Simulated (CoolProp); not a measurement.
Vapour-liquid equilibrium of propane (1) + R236EA (2) at 27.45 °C; x and y are mole fractions of (1).

Model: multi-fluid Helmholtz-energy mixture model, Lemmon 2009 and Rui 2013; pair parameters Bell 2016, in CoolProp.

```csv
x,bubble pressure (kPa),y at the bubble point,dew pressure at overall composition x (kPa),liquid density (mol/L)
0.05,354.6,0.373,236.0,9.374
0.125,515.8,0.580,256.1,9.439
0.2,637.7,0.670,279.8,9.504
0.275,726.5,0.720,308.2,9.570
0.35,790.2,0.751,342.6,9.641
0.425,836.5,0.773,385.3,9.719
0.5,871.9,0.790,439.7,9.808
0.575,901.2,0.807,510.8,9.913
0.65,927.6,0.824,606.6,10.04
0.725,952.6,0.844,737.2,10.19
0.8,976.4,0.870,889.8,10.38
0.875,997.2,0.905,980.2,10.61
0.95,1011,0.955,1010,10.87
```

No azeotrope shows between x = 0.05 and 0.95.

The pair parameters rest on a limited set of measurements; away from them the model extrapolates. With so large a gap from Raoult's law the liquid may split in two, which this calculation doesn't test in full.
